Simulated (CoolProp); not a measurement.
Properties of R125 along the isobar 6.7 bar.

Model: reference Helmholtz-energy equation of state, Lemmon 2005, in CoolProp.

```json
[
 {"T (K)": "211.8", "phase": "liquid", "density (kg/m³)": "1562", "conductivity (mW/(m K))": "97.8", "Prandtl number": "5.73", "fugacity coefficient": "0.07523"},
 {"T (K)": "233.9", "phase": "liquid", "density (kg/m³)": "1483", "conductivity (mW/(m K))": "87.5", "Prandtl number": "4.68", "fugacity coefficient": "0.2213"},
 {"T (K)": "256.1", "phase": "liquid", "density (kg/m³)": "1396", "conductivity (mW/(m K))": "77.4", "Prandtl number": "4.01", "fugacity coefficient": "0.5138"},
 {"T (K)": "278.3", "phase": "gas", "density (kg/m³)": "40.67", "conductivity (mW/(m K))": "12.9", "Prandtl number": "0.825", "fugacity coefficient": "0.8735"},
 {"T (K)": "300.5", "phase": "gas", "density (kg/m³)": "36.01", "conductivity (mW/(m K))": "14.4", "Prandtl number": "0.792", "fugacity coefficient": "0.9037"},
 {"T (K)": "322.6", "phase": "gas", "density (kg/m³)": "32.61", "conductivity (mW/(m K))": "16.1", "Prandtl number": "0.772", "fugacity coefficient": "0.9250"},
 {"T (K)": "344.8", "phase": "gas", "density (kg/m³)": "29.92", "conductivity (mW/(m K))": "17.8", "Prandtl number": "0.759", "fugacity coefficient": "0.9407"},
 {"T (K)": "367", "phase": "gas", "density (kg/m³)": "27.73", "conductivity (mW/(m K))": "19.6", "Prandtl number": "0.750", "fugacity coefficient": "0.9524"},
 {"T (K)": "389.1", "phase": "gas", "density (kg/m³)": "25.89", "conductivity (mW/(m K))": "21.4", "Prandtl number": "0.742", "fugacity coefficient": "0.9613"},
 {"T (K)": "411.3", "phase": "gas", "density (kg/m³)": "24.30", "conductivity (mW/(m K))": "23.3", "Prandtl number": "0.735", "fugacity coefficient": "0.9684"},
 {"T (K)": "433.5", "phase": "gas", "density (kg/m³)": "22.92", "conductivity (mW/(m K))": "25.2", "Prandtl number": "0.729", "fugacity coefficient": "0.9740"},
 {"T (K)": "455.7", "phase": "gas", "density (kg/m³)": "21.69", "conductivity (mW/(m K))": "27.2", "Prandtl number": "0.722", "fugacity coefficient": "0.9785"},
 {"T (K)": "477.8", "phase": "gas", "density (kg/m³)": "20.61", "conductivity (mW/(m K))": "29.1", "Prandtl number": "0.716", "fugacity coefficient": "0.9822"},
 {"T (K)": "500", "phase": "gas", "density (kg/m³)": "19.63", "conductivity (mW/(m K))": "31.2", "Prandtl number": "0.709", "fugacity coefficient": "0.9852"}
]
```

Viscosity comes from a separate model (Huber 2006). Thermal conductivity comes from a separate model (Perkins 2006).
